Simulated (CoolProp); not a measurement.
R1132(E) at 380.31 K and 0.886 MPa is throttled through a valve to 0.542 MPa with no heat exchange. Each further row changes one setting.

Computed with CoolProp (reference Helmholtz-energy equation of state, Akasaka 2024).

| case | temperature change (K) | final density (kg/m³) |
|---|---|---|
| as stated | -2.9 | 11.4 |
| outlet pressure 0.163 MPa | -6.0 | 3.38 |
| outlet pressure 0.705 MPa | -1.5 | 14.9 |
